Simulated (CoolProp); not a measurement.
Saturation properties of ammonia (Tc = 132.4 °C, pc = 113.6 bar, ω = 0.256).

Values from CoolProp's reference Helmholtz-energy equation of state, Gao 2020.

```json
[
 {"T (°C)": "-9.35", "p (bar)": "2.984", "vapour density (kg/m³)": "2.451", "liquid conductivity (mW/(m K))": "588"},
 {"T (°C)": "-4.75", "p (bar)": "3.581", "vapour density (kg/m³)": "2.911", "liquid conductivity (mW/(m K))": "574"},
 {"T (°C)": "-0.15", "p (bar)": "4.268", "vapour density (kg/m³)": "3.438", "liquid conductivity (mW/(m K))": "560"},
 {"T (°C)": "4.45", "p (bar)": "5.055", "vapour density (kg/m³)": "4.036", "liquid conductivity (mW/(m K))": "546"},
 {"T (°C)": "8.95", "p (bar)": "5.928", "vapour density (kg/m³)": "4.699", "liquid conductivity (mW/(m K))": "533"},
 {"T (°C)": "13.55", "p (bar)": "6.938", "vapour density (kg/m³)": "5.463", "liquid conductivity (mW/(m K))": "519"},
 {"T (°C)": "18.15", "p (bar)": "8.075", "vapour density (kg/m³)": "6.323", "liquid conductivity (mW/(m K))": "506"},
 {"T (°C)": "22.75", "p (bar)": "9.350", "vapour density (kg/m³)": "7.288", "liquid conductivity (mW/(m K))": "492"},
 {"T (°C)": "27.35", "p (bar)": "10.77", "vapour density (kg/m³)": "8.368", "liquid conductivity (mW/(m K))": "479"},
 {"T (°C)": "31.85", "p (bar)": "12.32", "vapour density (kg/m³)": "9.546", "liquid conductivity (mW/(m K))": "467"},
 {"T (°C)": "36.45", "p (bar)": "14.07", "vapour density (kg/m³)": "10.89", "liquid conductivity (mW/(m K))": "454"},
 {"T (°C)": "41.05", "p (bar)": "16.00", "vapour density (kg/m³)": "12.38", "liquid conductivity (mW/(m K))": "441"},
 {"T (°C)": "45.65", "p (bar)": "18.13", "vapour density (kg/m³)": "14.04", "liquid conductivity (mW/(m K))": "428"},
 {"T (°C)": "50.15", "p (bar)": "20.41", "vapour density (kg/m³)": "15.84", "liquid conductivity (mW/(m K))": "416"}
]
```

It boils at -33.3 °C under 1 atm.

Thermal conductivity comes from a separate model (Tufeu 1984).
